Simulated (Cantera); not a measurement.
Equilibrium for carbon deposition, reforming and gasification: CO + H2

A closed system holds: 1 mol CO, 4.2 mol H2, at 100 Torr.

Cantera equilibrium calculation (NASA polynomials, part measured and part estimated; ideal gas, pure solids and liquids). Candidate condensed phases: C, C6H6, C7H8, C8H18, H2O; 110 gas species. Equilibrium is a limit: real reactors are often held back by kinetics, nucleation or transport.

At 698 K nothing is condensed. From 748 K to 998 K the condensed part is C(graphite). From 1048 K to 1248 K nothing is condensed. The main C-bearing gas is CH4 at 698 K and CO at 1248 K.

```tsv
T (K)	x H2	x CH4	x H2O	x CO	x CO2	n C(graphite)
698	0.487	0.253	0.223	0.00678	0.0298	0
748	0.609	0.164	0.168	0.0215	0.0368	0.155
798	0.705	0.0919	0.117	0.0506	0.0359	0.255
848	0.758	0.0490	0.0708	0.0950	0.0274	0.223
898	0.782	0.0261	0.0368	0.140	0.0153	0.126
948	0.793	0.0144	0.0173	0.169	0.00667	0.0481
998	0.798	0.00829	0.00794	0.183	0.00263	0.0117
1048	0.802	0.00491	0.00384	0.188	0.00107	0
1098	0.804	0.00270	0.00219	0.190	0.000514	0
1148	0.806	0.00156	0.00130	0.191	0.000261	0
1198	0.807	0.000945	0.000805	0.192	0.000140	0
1248	0.807	0.000595	0.000516	0.192	7.89e-5	0
```
x: gas mole fraction; n: condensed amount in mol.
